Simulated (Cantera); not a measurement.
Charge: 1 mol PbO, 1.9 mol C, 19 mol H2, at 133 Pa.

Equilibrium computed with Cantera from the NASA thermochemical tables; the gas is ideal and each condensed phase is pure. Candidate condensed phases: C, C6H6, C7H8, C8H18, H2O, Pb, PbO, PbO2, Pb3O4; 113 gas species. The numbers say what is thermodynamically allowed, not how fast it happens. All values below are at 2225 K.

Base state: H2 0.756, H 0.154, CO 0.0439, Pb 0.0439, C2H2 (acetylene) 0.00222, C2H 1.68e-5 (mole fractions); condensed: C(graphite).

Q: What changes in the equilibrium state with this change: PbO replaced by SiO2?

A: 
```csv
species,before,after
H2,0.756,0.727
H,0.154,0.151
CO,0.0439,0.0794
Pb,0.0439,0
Si,0,0.0356
SiO,0,0.00511
SiH,0,0.000467
Si2C,0,0.000402
SiC2,0,0.000153
Si2,0,6.06e-5
"C(graphite), mol",0.798,0
```
Gases not in the tables: Si2H6 and higher silanes. Further candidate phases: Si, SiC, SiO2.
